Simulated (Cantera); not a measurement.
An adiabatic, constant-volume homogeneous reactor starts with C2H4 : O2 : N2 : H2O = 1 : 4.92 : 18.5 : 0.95 (molar parts), at 1823 K and 5.10 bar. Integrator tolerance rtol = 1e-08.

Model: GRI-Mech 3.0 (53 species, 325 reactions), integrated in Cantera. GRI-Mech 3.0 was tuned for natural gas; its chemistry of ethylene as a main component is partial and can be far from experiment.

Problem. What does this change do: constant pressure in place of constant volume?

Solution. 
```tsv
quantity	before	after
time of steepest temperature rise	2.69 µs	2.81 µs
temperature at 10.0 s	2957 K	2805 K
equilibrium temperature	2957 K	2805 K
x(C2H4) at 10.0 s	<1e-12 (gas-phase equilibrium <1e-12)	<1e-12 (gas-phase equilibrium <1e-12)
x(O2) at 10.0 s	0.0661 (gas-phase equilibrium 0.0661)	0.0674 (gas-phase equilibrium 0.0674)
x(H2O) at 10.0 s	0.0962 (gas-phase equilibrium 0.0962)	0.101 (gas-phase equilibrium 0.101)
x(CH2O) at 10.0 s	3.63e-10 (gas-phase equilibrium 3.63e-10)	1.27e-10 (gas-phase equilibrium 1.27e-10)
x(C2H6) at 10.0 s	<1e-12 (gas-phase equilibrium <1e-12)	<1e-12 (gas-phase equilibrium <1e-12)
x(HCO) at 10.0 s	4.85e-8 (gas-phase equilibrium 4.85e-8)	1.80e-8 (gas-phase equilibrium 1.80e-8)
```

Problem. What does this change do: pressure from 5.10 bar to 10.0 bar?

Solution. 
| quantity | before | after |
|---|---|---|
| time of steepest temperature rise | 2.69 µs | 1.49 µs |
| temperature at 10.0 s | 2957 K | 3004 K |
| equilibrium temperature | 2957 K | 3004 K |
| x(C2H4) at 10.0 s | <1e-12 (gas-phase equilibrium <1e-12) | <1e-12 (gas-phase equilibrium <1e-12) |
| x(O2) at 10.0 s | 0.0661 (gas-phase equilibrium 0.0661) | 0.0650 (gas-phase equilibrium 0.0650) |
| x(H2O) at 10.0 s | 0.0962 (gas-phase equilibrium 0.0962) | 0.0983 (gas-phase equilibrium 0.0983) |
| x(CH2O) at 10.0 s | 3.63e-10 (gas-phase equilibrium 3.63e-10) | 5.53e-10 (gas-phase equilibrium 5.53e-10) |
| x(C2H6) at 10.0 s | <1e-12 (gas-phase equilibrium <1e-12) | <1e-12 (gas-phase equilibrium <1e-12) |
| x(HCO) at 10.0 s | 4.85e-8 (gas-phase equilibrium 4.85e-8) | 6.22e-8 (gas-phase equilibrium 6.22e-8) |
Above 3000 K some thermodynamic fits are extrapolated.
